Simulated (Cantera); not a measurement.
Mixture: CO : H2 : CH4 : O2 : N2 = 1 : 0.2 : 0.084 : 1.75 : 6.56 (molar parts), at 22.0 bar, adiabatic and at constant volume. Ignition delay is the time to a rise of 400 K.

Cantera simulation using GRI-Mech 3.0 (53 species, 325 reactions); the numbers are that mechanism's predictions, not measurements. The pressure lies above the range GRI-Mech 3.0 was tuned for (to about 10 atm). Below about 1000 K GRI-Mech 3.0 lacks low-temperature oxidation paths. Below about 950 K walls govern HO2 and H2O2 in real vessels.

What does this change do: 0.015 parts C2H6 added?


```tsv
quantity	before	after
delay at 875 K	0.144 s	0.146 s
delay at 1075 K	1.16 ms	1.25 ms
delay at 1275 K	43.4 µs	48.7 µs
delay at 1475 K	5.58 µs	6.09 µs
delay at 1675 K	1.99 µs	1.89 µs
apparent activation energy between 1575 and 1775 K	82 kJ/mol	99 kJ/mol
```
